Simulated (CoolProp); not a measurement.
The fluid at 462.42 K and 0.306 MPa expands adiabatically to 0.116 MPa with isentropic efficiency 1. The same conditions are run with several fluids, on thermodynamics alone (safety and materials aside).

Values from CoolProp's reference Helmholtz-energy equation of state of each fluid (hexamethyldisiloxane (MM): Thol 2016; n-heptane: Span 2003; sulfur dioxide: Gao 2016; isobutene: Lemmon 2005; propylene: Lemmon 2013).

```tsv
fluid	work (kJ/kg)	final temperature (K)	final density (kg/m³)
hexamethyldisiloxane (MM)	21.3	448.8	5.24
n-heptane	34.7	444.9	3.24
sulfur dioxide	52.7	384.7	2.34
isobutene	63.4	431.8	1.83
propylene	83.9	420.8	1.40
```
